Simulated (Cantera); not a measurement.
An isothermal, constant-pressure homogeneous reactor starts with 0.587 % H₂, 99.4 % O₂, equivalence ratio 0.0029, at 1198 K and 0.0100 bar.

Cantera simulation using the H2/O2 subset of GRI-Mech 3.0, which has no nitrogen chemistry; the numbers are that mechanism's predictions, not measurements. Radical loss at walls, strong at low pressure, is not modelled.

x: mole fraction; the columns are a selection and need not sum to one.

| t (s) | x H₂ | x O₂ | x H₂O₂ | x OH | x O |
|---|---|---|---|---|---|
| 9.00e-5 | 0.00587 | 0.994 | <1e-12 | 1.72e-10 | 1.75e-10 |
| 0.000262 | 0.00587 | 0.994 | <1e-12 | 8.03e-10 | 8.59e-10 |
| 0.000765 | 0.00587 | 0.994 | <1e-12 | ___ | 3.88e-9 |
| 0.00223 | 0.00587 | 0.994 | 3.27e-12 | ___ | 2.76e-8 |
| 0.00651 | 0.00586 | 0.994 | 2.72e-11 | ___ | 1.40e-6 |
| 0.0190 | 0.000826 | 0.989 | 3.90e-8 | ___ | 0.00399 |
| 0.0553 | 1.44e-5 | 0.989 | 8.16e-9 | ___ | 0.00489 |
| 0.161 | 1.20e-5 | 0.990 | 8.00e-9 | ___ | 0.00404 |
| 0.470 | 7.53e-6 | 0.991 | 7.48e-9 | ___ | 0.00251 |
| 1.37 | 2.89e-6 | 0.993 | 6.01e-9 | ___ | 0.000955 |
| 4.00 | 6.56e-7 | 0.994 | 3.38e-9 | ___ | 0.000216 |

Task: Fill in the missing entries.

Result: 
- 0.000765, x OH: 3.27e-9
- 0.00223, x OH: 2.03e-8
- 0.00651, x OH: 9.77e-7
- 0.0190, x OH: 0.00107
- 0.0553, x OH: 0.000457
- 0.161, x OH: 0.000417
- 0.470, x OH: 0.000331
- 1.37, x OH: 0.000206
- 4.00, x OH: 9.83e-5
